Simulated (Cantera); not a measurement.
Input (Python, Cantera) and output of one run.

```python
import numpy as np
import cantera as ct

gas_names = """
    B BH BH2 BH3 BO BO2 B2 B2O B2O2 B2O3 B3O3H3 H HBO HBO2 HO2 H2 H2O H2O2 H3B3O6 O OH O2 O3
""".split()
cond_names = """
    B(b) B(L) B2O3(L) B3O3H3(cr) H2O(s) H2O(L)
""".split()


def load(file, names, dense=False):
    # The tables refer to 1 bar. Condensed volumes are neglected.
    table = {s.name: s for s in ct.Species.list_from_file(file)}
    out = []
    for n in names:
        d = dict(table[n].input_data)
        d["thermo"] = dict(d["thermo"], **{"reference-pressure": 1e5})
        if dense:
            d["equation-of-state"] = {"model": "constant-volume", "density": "1e6 g/cm^3"}
        out.append(ct.Species.from_dict(d))
    return out


gas = ct.Solution(thermo="ideal-gas", species=load("nasa_gas.yaml", gas_names))
cond = {s.name: ct.Solution(thermo="fixed-stoichiometry", species=[s], name=s.name)
        for s in load("nasa_condensed.yaml", cond_names, dense=True)}
atoms = {
    'B2O3': {'B': 2, 'O': 3},
    'H2': {'H': 2},
}
top_T = {}  # K; cautious upper limits of use, not melting points


def equilibrate(T, P, feed):
    n = {}
    for name, mol in feed.items():
        for a, k in atoms[name].items():
            n[a] = n.get(a, 0.0) + k * mol
    gas.TPX = T, P, n
    mass = sum(n.values()) * gas.mean_molecular_weight
    gas.equilibrate("TP")
    valid = [c for c in cond.values() if c.min_temp <= T <= top_T.get(c.name, c.max_temp)]
    mix = ct.Mixture([(gas, mass / gas.mean_molecular_weight)] + [(c, 0.0) for c in valid])
    mix.T, mix.P = T, P
    mix.equilibrate("TP", solver="vcs", rtol=1e-11, max_steps=5000)
    return mix


results = []
feed = {'B2O3': 1, 'H2': 9}  # mol
P = 1000  # Pa
for T in [1750, 1800, 1850, 1900, 1950, 2000, 2050, 2100, 2150, 2200, 2250, 2300]:
    mix = equilibrate(T, P, feed)
    results.append((T, P, feed, dict(zip(mix.species_names, mix.species_moles))))
    x = sorted(zip(gas.X, gas.species_names), reverse=True)
    print(f"T = {T:g} K  P = {P:g} Pa  gas = {mix.phase_moles(0):.4g} mol")
    print("   x: " + "  ".join(f"{s} {v:.3e}" for v, s in x if v > 0.0001))
    print("   condensed (mol): " + ("  ".join(f"{mix.phase(i).name} {mix.phase_moles(i):.4g}"
          for i in range(1, mix.n_phases) if mix.phase_moles(i) > 1e-12) or "none"))
```

Output:

```
T = 1750 K  P = 1000 Pa  gas = 10.02 mol
   x: H2 8.566e-01  B2O3 5.495e-02  HBO2 4.264e-02  HBO 3.409e-02  B2O2 5.676e-03  H2O 2.206e-03  H 2.153e-03  BO 1.616e-03
   condensed (mol): none
T = 1800 K  P = 1000 Pa  gas = 10.03 mol
   x: H2 8.531e-01  B2O3 5.290e-02  HBO2 4.409e-02  HBO 3.569e-02  B2O2 5.677e-03  H 3.307e-03  H2O 2.705e-03  BO 2.466e-03
   condensed (mol): none
T = 1850 K  P = 1000 Pa  gas = 10.04 mol
   x: H2 8.491e-01  B2O3 5.081e-02  HBO2 4.545e-02  HBO 3.712e-02  B2O2 5.635e-03  H 4.964e-03  BO 3.662e-03  H2O 3.289e-03
   condensed (mol): none
T = 1900 K  P = 1000 Pa  gas = 10.06 mol
   x: H2 8.442e-01  B2O3 4.865e-02  HBO2 4.671e-02  HBO 3.831e-02  H 7.291e-03  B2O2 5.543e-03  BO 5.299e-03  H2O 3.968e-03
   condensed (mol): none
T = 1950 K  P = 1000 Pa  gas = 10.09 mol
   x: H2 8.383e-01  HBO2 4.788e-02  B2O3 4.639e-02  HBO 3.921e-02  H 1.050e-02  BO 7.477e-03  B2O2 5.393e-03  H2O 4.759e-03
   condensed (mol): none
T = 2000 K  P = 1000 Pa  gas = 10.13 mol
   x: H2 8.312e-01  HBO2 4.893e-02  B2O3 4.401e-02  HBO 3.977e-02  H 1.483e-02  BO 1.029e-02  H2O 5.682e-03  B2O2 5.181e-03  BO2 1.053e-04
   condensed (mol): none
T = 2050 K  P = 1000 Pa  gas = 10.18 mol
   x: H2 8.225e-01  HBO2 4.985e-02  B2O3 4.148e-02  HBO 3.992e-02  H 2.057e-02  BO 1.383e-02  H2O 6.757e-03  B2O2 4.905e-03  BO2 1.644e-04
   condensed (mol): none
T = 2100 K  P = 1000 Pa  gas = 10.24 mol
   x: H2 8.119e-01  HBO2 5.058e-02  HBO 3.964e-02  B2O3 3.880e-02  H 2.807e-02  BO 1.814e-02  H2O 8.010e-03  B2O2 4.570e-03  BO2 2.510e-04
   condensed (mol): none
T = 2150 K  P = 1000 Pa  gas = 10.32 mol
   x: H2 7.990e-01  HBO2 5.109e-02  HBO 3.889e-02  H 3.770e-02  B2O3 3.594e-02  BO 2.325e-02  H2O 9.463e-03  B2O2 4.184e-03  BO2 3.750e-04
   condensed (mol): none
T = 2200 K  P = 1000 Pa  gas = 10.41 mol
   x: H2 7.836e-01  HBO2 5.129e-02  H 4.985e-02  HBO 3.767e-02  B2O3 3.294e-02  BO 2.913e-02  H2O 1.114e-02  B2O2 3.760e-03  BO2 5.483e-04
   condensed (mol): none
T = 2250 K  P = 1000 Pa  gas = 10.54 mol
   x: H2 7.651e-01  H 6.496e-02  HBO2 5.112e-02  HBO 3.602e-02  BO 3.568e-02  B2O3 2.980e-02  H2O 1.304e-02  B2O2 3.315e-03  BO2 7.846e-04  OH 1.663e-04
   condensed (mol): none
T = 2300 K  P = 1000 Pa  gas = 10.68 mol
   x: H2 7.433e-01  H 8.344e-02  HBO2 5.048e-02  BO 4.277e-02  HBO 3.398e-02  B2O3 2.659e-02  H2O 1.516e-02  B2O2 2.867e-03  BO2 1.099e-03  OH 2.743e-04
   condensed (mol): none
```

Method: chemical equilibrium by Gibbs-energy minimisation in Cantera with the NASA 1993 tables (ideal gas, pure condensed phases).
